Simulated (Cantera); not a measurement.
Input (Python, Cantera):

```python
import numpy as np
import cantera as ct

gas = ct.Solution("gri30.yaml")
gas.TPX = 2175, 1800, {'NO': 1, 'N2': 0.11}
reactor = ct.IdealGasConstPressureReactor(gas, energy="off", clone=False)
net = ct.ReactorNet([reactor])
net.rtol, net.atol = 1e-08, 1e-18
show = ['NO', 'NO2', 'O2', 'N2O', 'N2']
times = np.geomspace(3e-06, 200, 12)

steps = ct.SolutionArray(gas, extra=["t"])
rows = []
print(f"{'t/s':>10s}{'T/K':>9s}{'P/Pa':>11s}" + "".join(f"{s:>11s}" for s in show))
for t in times:
    while net.time < t:
        t_next = net.step()
        steps.append(gas.state, t=t_next)
    rows.append([np.interp(t, steps.t, y) for y in (steps.T, steps.P, *steps(*show).X.T)])
    print(f"{t:10.3e}{rows[-1][0]:9.1f}{rows[-1][1]:11.4g}" + "".join(f"{x:11.3e}" for x in rows[-1][2:]))
rate = np.gradient(steps.T, steps.t)
print("integrator steps:", len(steps.t))
if steps.T.max() > steps.T[0] + 200:
    print(f"time of steepest temperature rise: {steps.t[rate.argmax()]:.4e} s")
gas.TPX = 2175, 1800, {'NO': 1, 'N2': 0.11}
gas.equilibrate("TP")
print(f"equilibrium (TP): T = {gas.T:.1f} K  " + "  ".join(f"{s} {gas[s].X[0]:.3e}" for s in show))
```

Result:

```
       t/s      T/K       P/Pa         NO        NO2         O2        N2O         N2
 3.000e-06   2175.0       1800  9.009e-01  4.576e-12  1.312e-11  1.638e-07  9.910e-02
 1.543e-05   2175.0       1800  9.009e-01  1.210e-10  3.482e-10  8.417e-07  9.910e-02
 7.937e-05   2175.0       1800  9.009e-01  3.149e-09  9.249e-09  4.312e-06  9.910e-02
 4.082e-04   2175.0       1800  9.009e-01  7.652e-08  2.486e-07  2.171e-05  9.910e-02
 2.100e-03   2175.0       1800  9.006e-01  1.377e-06  7.029e-06  1.002e-04  9.912e-02
 1.080e-02   2175.0       1800  8.991e-01  1.146e-05  2.383e-04  2.999e-04  9.957e-02
 5.555e-02   2175.0       1800  8.844e-01  3.181e-05  6.092e-03  2.676e-04  1.064e-01
 2.857e-01   2175.0       1800  7.750e-01  6.879e-05  5.923e-02  1.597e-04  1.606e-01
 1.470e+00   2175.0       1800  2.672e-01  5.701e-05  3.098e-01  1.303e-05  4.133e-01
 7.560e+00   2175.0       1800  1.848e-02  4.688e-06  4.330e-01  1.104e-07  5.372e-01
 3.888e+01   2175.0       1800  1.425e-02  3.622e-06  4.351e-01  8.805e-08  5.393e-01
 2.000e+02   2175.0       1800  1.425e-02  3.622e-06  4.351e-01  8.805e-08  5.393e-01
integrator steps: 1020
equilibrium (TP): T = 2175.0 K  NO 1.425e-02  NO2 3.622e-06  O2 4.351e-01  N2O 8.805e-08  N2 5.393e-01
```

Cantera simulation using GRI-Mech 3.0 (53 species, 325 reactions); the numbers are that mechanism's predictions, not measurements. Radical loss at walls, strong at low pressure, is not modelled.
